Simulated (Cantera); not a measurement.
Cantera run, input and output.

```python
import numpy as np
import cantera as ct

surf = ct.Interface("diamond.yaml", "diamond_100")
gas, bulk = surf.adjacent["gas"], surf.adjacent["diamond"]
k = surf.kinetics_species_index(bulk.species_names[0])
cover = ["c6HH", "c6H*", "c6*H", "c6**", "c6HM", "c6B"]

rows, drift = [], 0.0
print(f"{'T':>10s}{'um/h':>11s}" + "".join(f"{s:>11s}" for s in cover))
for v in [900, 975, 1050, 1125, 1200, 1275, 1350]:
    T, P, xH, xCH3 = v, 2200, 0.0038, 0.0002
    gas.TPX = T, P, {"H": xH, "CH3": xCH3, "CH4": 0.0081, "H2": 1 - xH - xCH3 - 0.0081}
    surf.TP = bulk.TP = T, P
    surf.coverages = "c6H*:0.1, c6HH:0.9"
    surf.advance_coverages(100.0)
    before = surf.coverages
    surf.advance_coverages(100.0)
    drift = max(drift, np.max(np.abs(surf.coverages - before) / (surf.coverages + 1e-9)))
    rate = surf.net_production_rates[k] * bulk.mean_molecular_weight / bulk.density * 3.6e9
    rows.append([rate, *surf[cover].coverages])
    print(f"{v:10.4g}{rate:11.4e}" + "".join(f"{x:11.3e}" for x in rows[-1][1:]))
```

Result:

```
         T       um/h       c6HH       c6H*       c6*H       c6**       c6HM        c6B
       900 1.2946e+00  6.565e-01  9.927e-03  2.776e-01  4.092e-03  4.169e-02  3.513e-09
       975 1.8684e+00  5.969e-01  1.553e-02  3.415e-01  7.638e-03  2.872e-02  5.070e-09
      1050 2.0521e+00  5.412e-01  2.234e-02  3.997e-01  1.286e-02  1.649e-02  5.568e-09
      1125 1.3995e+00  4.906e-01  3.006e-02  4.498e-01  1.984e-02  5.992e-03  3.798e-09
      1200 7.9062e-01  4.432e-01  3.809e-02  4.875e-01  2.822e-02  1.474e-03  2.145e-09
      1275 6.4106e-01  4.015e-01  4.608e-02  5.136e-01  3.752e-02  3.308e-04  1.740e-09
      1350 6.2979e-01  3.671e-01  5.386e-02  5.310e-01  4.728e-02  7.480e-05  1.709e-09
```

Cantera simulation using the Harris–Goodwin 1993 mechanism for the reconstructed diamond (100) surface; the numbers are that mechanism's predictions, not measurements.
